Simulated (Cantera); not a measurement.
An adiabatic, constant-pressure homogeneous reactor starts with CH₄ : C₂H₆ : C₃H₈ : O₂ : N₂ = 1 : 0.21 : 0.33 : 3.13 : 11.8 (molar parts), at 1475 K and 22000 Pa.

Cantera simulation using GRI-Mech 3.0 (53 species, 325 reactions); the numbers are that mechanism's predictions, not measurements. GRI-Mech 3.0 was tuned for natural gas; its chemistry of propane as a main component is partial and can be far from experiment.

One state of this run: T (K) = 1470; x CH₄ = 0.0581; x C₂H₆ = 0.0109; x C₃H₈ = 0.0141; x C₂H₂ = 3.27e-5; x CH₃ = 0.00273; x CH₂O = 0.00222. x: mole fraction; the columns are a selection and need not sum to one.

Q: Which value of t (s) does it belong to?
(A) 0.141
(B) 0.0531
(C) 0.000150
(D) 3.00e-6

A: C, 0.000150
